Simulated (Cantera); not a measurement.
Input: 1 mol SiHCl3, 0.018 mol C2H2, 8.5 mol H2, 0.11 mol HCl, held at 1423 K and 10.0 mbar.

Cantera equilibrium calculation (NASA polynomials, part measured and part estimated; ideal gas, pure solids and liquids). Candidate condensed phases: C, C6H6, C7H8, C8H18, Si, SiC; 109 gas species. Mutual solubility and eutectic melting of coexisting phases are not modelled. The tables' values for SiCl3 are old estimates; treat these amounts as uncertain. Kinetics and transport are ignored.

Task: What is the equilibrium state?

Result: 
| Item | Value |
|---|---|
| x(H2) | 0.789 |
| x(HCl) | 0.135 |
| x(SiCl2) | 0.0696 |
| x(SiCl3) | 0.00445 |
| x(SiCl4) | 0.00113 |
| x(SiHCl3) | 0.000510 |
| x(H) | 5.90e-5 |
| x(SiH2Cl2) | 3.53e-5 |
| x(Cl) | 8.27e-6 |
| n(Si(s)) | 0.162 mol |
| n(SiC(s)) | 0.0360 mol |
| gas amount | 10.59 mol |
| log10 activity of C(graphite) (absent) | -2.28 |
